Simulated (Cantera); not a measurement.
A closed system holds: 1 mol Si(CH₃)₄, 0.0098 mol C₂H₄, 740 mol H₂, 0.037 mol HCl, held at 1.00 bar.

Method: chemical equilibrium by Gibbs-energy minimisation in Cantera with the NASA 1993 tables (ideal gas, pure condensed phases). Candidate condensed phases: C, C₆H₆, C₇H₈, C₈H₁₈, Si, SiC; 109 gas species. Kinetics and transport are ignored.

x: gas mole fraction; n: condensed amount in mol.

| T (K) | x H₂ | x CH₄ | x H | x HCl | n SiC(s) | n C(graphite) |
|---|---|---|---|---|---|---|
| 1150 | 0.996 | 0.00406 | 7.45e-8 | 4.98e-5 | 1.000 | 0 |
| 1200 | 0.996 | 0.00406 | 1.97e-7 | 4.98e-5 | 1.000 | 0 |
| 1250 | 0.996 | 0.00406 | 4.82e-7 | 4.98e-5 | 1.000 | 0 |
| 1300 | 0.996 | 0.00406 | 1.10e-6 | 4.98e-5 | 1.000 | 0 |
| 1350 | 0.996 | 0.00406 | 2.38e-6 | 4.98e-5 | 1.000 | 0 |
| 1400 | 0.996 | 0.00406 | 4.85e-6 | 4.98e-5 | 1.000 | 0 |
| 1450 | 0.997 | ? | 9.44e-6 | 4.98e-5 | 1.000 | 0.569 |
| 1500 | 0.997 | ? | 1.76e-5 | 4.97e-5 | 1.000 | 1.10 |
| 1550 | 0.998 | ? | 3.15e-5 | 4.97e-5 | 1.000 | 1.48 |
| 1600 | 0.998 | ? | 5.43e-5 | 4.97e-5 | 1.000 | 1.76 |
| 1650 | 0.998 | ? | 9.08e-5 | 4.97e-5 | 1.000 | 1.96 |

Task: Complete the blanks.

Result: 
- 1450, x CH₄: 0.00328
- 1500, x CH₄: 0.00256
- 1550, x CH₄: 0.00202
- 1600, x CH₄: 0.00163
- 1650, x CH₄: 0.00132
